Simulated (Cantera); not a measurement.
An adiabatic, constant-pressure homogeneous reactor starts with 9.04 % CH4, 1.18 % H2, 18.9 % O2, 70.9 % N2, at 1450 K and 1.00 bar.

Model: GRI-Mech 3.0 (53 species, 325 reactions), integrated in Cantera.

One state of this run: T (K) = 1456; x CH4 = 0.0888; x H2 = 0.0117; x O2 = 0.188; x C2H6 = 0.000307; x CO2 = 5.04e-6; x C2H2 = 1.01e-7. x: mole fraction; the columns are a selection and need not sum to one.

Question: Which value of t (s) does it belong to?
A) 0.0292
B) 0.0105
C) 0.000478
D) 0.639

Answer: C, 0.000478
